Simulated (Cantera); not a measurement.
Feed: 1 mol SiCl₄, 1.1 mol O₂, 63 mol N₂, held at 5.20 Pa.

These are equilibrium values from Cantera (NASA tables, ideal gas, pure condensed phases), not measurements of a reactor. Candidate condensed phases: Si, SiO₂, Si₂N₂O, Si₃N₄; 23 gas species. The tables hold silica as quartz up to 1696 K and as liquid above; real silica turns to tridymite and cristobalite and melts near 1996 K. Rates play no part.

Q: Which condensed phases are stable at each of these points (T (°C)): 475, 575, 675, 775, 875, 975, 1075, 1175, 1275, 1375, 1475, 1575, 1675?

A: 
```json
[
 {"T (°C)": "475", "condensed phases": "SiO₂(α-quartz)", "Si condensed (%)": "100.0"},
 {"T (°C)": "575", "condensed phases": "SiO₂(β-quartz)", "Si condensed (%)": "100.0"},
 {"T (°C)": "675", "condensed phases": "SiO₂(β-quartz)", "Si condensed (%)": "100.0"},
 {"T (°C)": "775", "condensed phases": "SiO₂(β-quartz)", "Si condensed (%)": "100.0"},
 {"T (°C)": "875", "condensed phases": "SiO₂(β-quartz)", "Si condensed (%)": "100.0"},
 {"T (°C)": "975", "condensed phases": "SiO₂(β-quartz)", "Si condensed (%)": "100.0"},
 {"T (°C)": "1075", "condensed phases": "SiO₂(β-quartz)", "Si condensed (%)": "100.0"},
 {"T (°C)": "1175", "condensed phases": "SiO₂(β-quartz)", "Si condensed (%)": "100.0"},
 {"T (°C)": "1275", "condensed phases": "SiO₂(β-quartz)", "Si condensed (%)": "100.0"},
 {"T (°C)": "1375", "condensed phases": "SiO₂(β-quartz)", "Si condensed (%)": "99.5"},
 {"T (°C)": "1475", "condensed phases": "SiO₂(condensed)", "Si condensed (%)": "89.3"},
 {"T (°C)": "1575", "condensed phases": "gas only", "Si condensed (%)": "0.0"},
 {"T (°C)": "1675", "condensed phases": "gas only", "Si condensed (%)": "0.0"}
]
```

At 475 °C the condensed part is SiO₂(α-quartz). From 575 °C to 1375 °C the condensed part is SiO₂(β-quartz). At 1475 °C the condensed part is SiO₂(condensed). From 1575 °C to 1675 °C nothing is condensed.
